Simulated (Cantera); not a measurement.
Input (Python, Cantera) and output of one run.

```python
import numpy as np
import cantera as ct

gas_names = """
    H H2 N NH NH2 NH3 N2 N2H2 N2H4 Si SiH SiH2 SiH3 SiH4 SiN Si2 Si2N Si3
""".split()
cond_names = """
    Si(cr) Si(L) Si3N4(a)
""".split()


# ... load() reads the species with a 1 bar reference pressure and builds the phases ...
atoms = {
    'trisilylamine': {'Si': 3, 'N': 1, 'H': 9},
    'NH3': {'N': 1, 'H': 3},
    'N2': {'N': 2},
}
top_T = {'Si3N4(a)': 2400}  # K; cautious upper limits of use, not melting points


# ... equilibrate(T, P, feed) seeds the gas with the atoms and calls Mixture.equilibrate('TP', solver="vcs", rtol=1e-11, max_steps=5000) ...
results = []
feed = {'trisilylamine': 1, 'NH3': 0.32, 'N2': 8.4}  # mol
T = 1275  # K
P = 110  # Pa
mix = equilibrate(T, P, feed)
results.append((T, P, feed, dict(zip(mix.species_names, mix.species_moles))))
print(gas.report(threshold=1e-06))
for i in range(1, mix.n_phases):
    print(f"{mix.phase(i).name:16s} {mix.phase_moles(i):12.5e} mol")
```

It prints:

```
       temperature   1275 K
          pressure   110 Pa
           density   0.0001791 kg/m^3
  mean mol. weight   17.261 kg/kmol
   phase of matter   gas

                          1 kg             1 kmol
                     ---------------   ---------------
          enthalpy        1.7396e+06        3.0026e+07  J
   internal energy        1.1254e+06        1.9425e+07  J
           entropy             15798        2.7268e+05  J/K
    Gibbs function       -1.8402e+07       -3.1764e+08  J
 heat capacity c_p            1906.3             32905  J/K
 heat capacity c_v            1424.6             24590  J/K

                      mass frac. Y      mole frac. X     chem. pot. / RT
                     ---------------   ---------------   ---------------
                 H        8.3476e-07        1.4294e-05           -12.919
                H2          0.048309           0.41361           -25.838
                N2           0.95169           0.58637           -32.873
     [  +15 minor]         3.077e-08        3.1011e-08

Si(cr)            0.00000e+00 mol
Si3N4(a)          1.00000e+00 mol
```

Equilibrium computed with Cantera from the NASA thermochemical tables; the gas is ideal and each condensed phase is pure. The feed counts by its element totals alone.
